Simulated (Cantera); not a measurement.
What does this Cantera script print?

```python
import numpy as np
import cantera as ct

gas_names = """
    CL CL2 H HCL H2 Pb PbCL PbCL2 PbCL4 Pb2
""".split()
cond_names = """
    Pb(cr) Pb(L) PbCL2(s) PbCL2(L)
""".split()


# ... load() reads the species with a 1 bar reference pressure and builds the phases ...
atoms = {
    'PbCl2': {'Pb': 1, 'CL': 2},
    'H2': {'H': 2},
}
top_T = {}  # K; cautious upper limits of use, not melting points


# ... equilibrate(T, P, feed) seeds the gas with the atoms and calls Mixture.equilibrate('TP', solver="vcs", rtol=1e-11, max_steps=5000) ...
results = []
feed = {'PbCl2': 1, 'H2': 9.8}  # mol
T = 1925  # K
for P in [0.1, 1, 10, 100, 1000, 10000, 100000]:
    mix = equilibrate(T, P, feed)
    results.append((T, P, feed, dict(zip(mix.species_names, mix.species_moles))))

top = {s: max(r[3][s] / sum(r[3][g] for g in gas_names) for r in results) for s in gas_names}
cols = sorted((s for s in top if top[s] > 0.001), key=lambda s: -top[s])[:6]
seen = [c for c in cond_names if any(r[3].get(c, 0) > 1e-12 for r in results)]
print("log10 of partial pressures in bar; condensed amounts in mol")
print(f"{'P/Pa':>10s}" + "".join(f"{s[:9]:>10s}" for s in cols + seen))
for T, P, feed, n in results:
    ng = sum(n[g] for g in gas_names)
    print(f"{P:10.4g}" + "".join(f"{np.log10(max(n[s] / ng * P / 1e5, 1e-99)):10.3f}" for s in cols)
          + "".join(f"{n.get(c, 0):10.4g}" for c in seen))
```

Result:

```
log10 of partial pressures in bar; condensed amounts in mol
      P/Pa        H2         H       HCL        Pb        CL      PbCL
       0.1    -6.525    -6.282    -7.288    -7.224    -7.168   -10.759
         1    -5.257    -5.648    -5.947    -6.133    -6.462    -8.962
        10    -4.168    -5.104    -4.829    -5.095    -5.888    -7.350
       100    -3.140    -4.589    -3.793    -4.086    -5.366    -5.819
      1000    -2.129    -4.084    -2.788    -3.098    -4.867    -4.331
     1e+04    -1.122    -3.581    -1.805    -2.141    -4.387    -2.896
     1e+05    -0.112    -3.076    -0.851    -1.248    -3.938    -1.553
```

Method: chemical equilibrium by Gibbs-energy minimisation in Cantera with the NASA 1993 tables (ideal gas, pure condensed phases).
